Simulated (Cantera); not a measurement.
Feed: 1 mol Si, 0.044 mol N2O, a varied amount of H2, equilibrated at 1677 °C and 2.00 Pa.

Method: chemical equilibrium by Gibbs-energy minimisation in Cantera with the NASA 1993 tables (ideal gas, pure condensed phases). Candidate condensed phases: H2O, Si, SiO2, Si2N2O, Si3N4; 35 gas species. The tables' values for SiN are old estimates; treat these amounts as uncertain. Rates play no part.

x: gas mole fraction; nothing condenses.

```json
[
 {"n(H2) (mol)": "3.9", "x H2": "0.610", "x H": "0.200", "x Si": "0.173", "x SiO": "0.00801", "x N2": "0.00800", "x SiH": "?"},
 {"n(H2) (mol)": "8.4", "x H2": "0.689", "x H": "0.213", "x Si": "0.0901", "x SiO": "0.00416", "x N2": "0.00416", "x SiH": "?"},
 {"n(H2) (mol)": "13", "x H2": "0.717", "x H": "0.217", "x Si": "0.0605", "x SiO": "0.00279", "x N2": "0.00279", "x SiH": "?"},
 {"n(H2) (mol)": "18", "x H2": "0.732", "x H": "0.219", "x Si": "0.0445", "x SiO": "0.00206", "x N2": "0.00206", "x SiH": "?"},
 {"n(H2) (mol)": "22", "x H2": "0.739", "x H": "0.220", "x Si": "0.0368", "x SiO": "0.00170", "x N2": "0.00170", "x SiH": "?"},
 {"n(H2) (mol)": "27", "x H2": "0.746", "x H": "0.221", "x Si": "0.0302", "x SiO": "0.00140", "x N2": "0.00139", "x SiH": "?"},
 {"n(H2) (mol)": "31", "x H2": "0.749", "x H": "0.222", "x Si": "0.0264", "x SiO": "0.00122", "x N2": "0.00122", "x SiH": "?"},
 {"n(H2) (mol)": "36", "x H2": "0.753", "x H": "0.222", "x Si": "0.0229", "x SiO": "0.00106", "x N2": "0.00106", "x SiH": "?"}
]
```

Fill in the missing entries.


- 3.9, x SiH: 0.000463
- 8.4, x SiH: 0.000256
- 13, x SiH: 0.000175
- 18, x SiH: 0.000130
- 22, x SiH: 0.000108
- 27, x SiH: 8.92e-5
- 31, x SiH: 7.83e-5
- 36, x SiH: 6.78e-5
